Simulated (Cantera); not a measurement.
# Nitride etching: BN + HF + H2

Feed: 1 mol BN, a varied amount of HF, 8.6 mol H2, at 0.0465 Torr.

Cantera equilibrium calculation (NASA polynomials, part measured and part estimated; ideal gas, pure solids and liquids). Candidate condensed phases: B, BN; 31 gas species. The tables' values for BF2 are old estimates. Kinetics and transport are ignored.

Q: Map the stable condensed phases over T = 1198, 1273, 1348, 1423, 1498, 1573, 1648, 1723, 1798 K and n(HF) in mol = 2.2, 2.6, 3.1, 3.7, 4.5, 5.3, 6.4, 7.7, 9.2, 11, 13, 16, 19.

A: 
```
T in K \ n(HF) in mol
         2.2 2.6 3.1 3.7 4.5 5.3 6.4 7.7 9.2  11  13  16  19
   1798    A   A   A   A   A   A   A   A   A   A   A   A   A
   1723    A   A   A   A   A   A   A   A   A   A   A   A   A
   1648    A   A   A   A   A   A   A   A   A   A   A   A   A
   1573    A   A   A   A   A   A   A   A   A   A   A   A   A
   1498    B   B   A   A   A   A   A   A   A   A   A   A   A
   1423    B   B   B   A   A   A   A   A   A   A   A   A   A
   1348    B   B   B   A   A   A   A   A   A   A   A   A   A
   1273    B   B   B   A   A   A   A   A   A   A   A   A   A
   1198    B   B   B   A   A   A   A   A   A   A   A   A   A
```
A: gas only; B: BN.
